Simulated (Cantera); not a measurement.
A closed system holds: 1 mol Si, 4.8 mol Br2, 1.2 mol N2, held at 0.0698 Torr.

Method: chemical equilibrium by Gibbs-energy minimisation in Cantera with the NASA 1993 tables (ideal gas, pure condensed phases). Candidate condensed phases: Br2, Si, Si3N4; 13 gas species. The tables' values for SiBr3 are old estimates; treat these amounts as uncertain. The numbers say what is thermodynamically allowed, not how fast it happens.

x: gas mole fraction; nothing condenses.

```json
[
 {"T (K)": "1000", "x Br": "0.328", "x Br2": "0.304", "x N2": "0.201", "x SiBr4": "0.167", "x SiBr2": "7.65e-9", "x SiBr3": "2.28e-6"},
 {"T (K)": "1050", "x Br": "0.464", "x Br2": "0.198", "x N2": "0.184", "x SiBr4": "0.154", "x SiBr2": "9.88e-8", "x SiBr3": "9.44e-6"},
 {"T (K)": "1100", "x Br": "(withheld)", "x Br2": "(withheld)", "x N2": "0.171", "x SiBr4": "0.142", "x SiBr2": "(withheld)", "x SiBr3": "3.78e-5"},
 {"T (K)": "1150", "x Br": "0.648", "x Br2": "0.0545", "x N2": "0.162", "x SiBr4": "0.135", "x SiBr2": "1.47e-5", "x SiBr3": "0.000148"},
 {"T (K)": "1200", "x Br": "0.685", "x Br2": "0.0258", "x N2": "0.158", "x SiBr4": "0.131", "x SiBr2": "0.000161", "x SiBr3": "0.000555"},
 {"T (K)": "1250", "x Br": "0.704", "x Br2": "(withheld)", "x N2": "0.155", "x SiBr4": "0.126", "x SiBr2": "(withheld)", "x SiBr3": "0.00190"},
 {"T (K)": "1300", "x Br": "0.718", "x Br2": "0.00619", "x N2": "0.151", "x SiBr4": "0.109", "x SiBr2": "0.0108", "x SiBr3": "0.00534"}
]
```

**Question.** Complete the blanks.

**Answer.** 
- 1250, x Br2: 0.0123
- 1250, x SiBr2: 0.00151
- 1100, x Br: 0.577
- 1100, x Br2: 0.110
- 1100, x SiBr2: 1.23e-6
